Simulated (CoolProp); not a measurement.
Properties of hexamethyldisiloxane (MM) along the isobar 8.05 MPa (Tc = 518.7 K, pc = 1.931 MPa, ω = 0.418).

Computed with CoolProp (reference Helmholtz-energy equation of state, Thol 2016).

```json
[
 {"T (K)": "388.6", "phase": "liquid", "Z": "0.5942", "cp (kJ/(kg K))": "2.118", "isothermal compressibility (1/MPa)": "0.003829"},
 {"T (K)": "411.8", "phase": "liquid", "Z": "0.5818", "cp (kJ/(kg K))": "2.178", "isothermal compressibility (1/MPa)": "0.004789"},
 {"T (K)": "434.9", "phase": "liquid", "Z": "0.5731", "cp (kJ/(kg K))": "2.237", "isothermal compressibility (1/MPa)": "0.006069"},
 {"T (K)": "458", "phase": "liquid", "Z": "0.5680", "cp (kJ/(kg K))": "2.295", "isothermal compressibility (1/MPa)": "0.007815"},
 {"T (K)": "481.2", "phase": "liquid", "Z": "0.5667", "cp (kJ/(kg K))": "2.353", "isothermal compressibility (1/MPa)": "0.01025"},
 {"T (K)": "504.3", "phase": "liquid", "Z": "0.5694", "cp (kJ/(kg K))": "2.410", "isothermal compressibility (1/MPa)": "0.01365"},
 {"T (K)": "527.4", "phase": "supercritical", "Z": "0.5767", "cp (kJ/(kg K))": "2.466", "isothermal compressibility (1/MPa)": "0.01848"},
 {"T (K)": "550.6", "phase": "supercritical", "Z": "0.5893", "cp (kJ/(kg K))": "2.522", "isothermal compressibility (1/MPa)": "0.02535"},
 {"T (K)": "573.7", "phase": "supercritical", "Z": "0.6079", "cp (kJ/(kg K))": "2.576", "isothermal compressibility (1/MPa)": "0.03482"},
 {"T (K)": "596.9", "phase": "supercritical", "Z": "0.6332", "cp (kJ/(kg K))": "2.624", "isothermal compressibility (1/MPa)": "0.04726"},
 {"T (K)": "620", "phase": "supercritical", "Z": "0.6650", "cp (kJ/(kg K))": "2.662", "isothermal compressibility (1/MPa)": "0.06181"}
]
```
